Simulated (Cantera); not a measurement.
Feed: 1 mol H2O, 1.8 mol N2, at 0.240 bar.

These are equilibrium values from Cantera (NASA tables, ideal gas, pure condensed phases), not measurements of a reactor. Candidate condensed phases: H2O; 24 gas species. Equilibrium is a limit: real reactors are often held back by kinetics, nucleation or transport. All values below are at 2825 °C.

Base state: N2 0.519, H 0.127, H2O 0.113, H2 0.0870, OH 0.0590, O 0.0523, O2 0.0267, NO 0.0155 (mole fractions); condensed: gas only.

Problem. What changes in the equilibrium state with this change: pressure from 0.240 bar to 5.00 bar?

Solution. 
```
species   before    after
-------  -------  -------
N2         0.519    0.599
H2O        0.113    0.250
H2        0.0870   0.0569
H          0.127   0.0225
O         0.0523  0.00852
O2        0.0267   0.0147
OH        0.0590   0.0355
NO        0.0155   0.0124
N        3.78e-5  8.89e-6
HO2      7.98e-6  1.63e-5
```
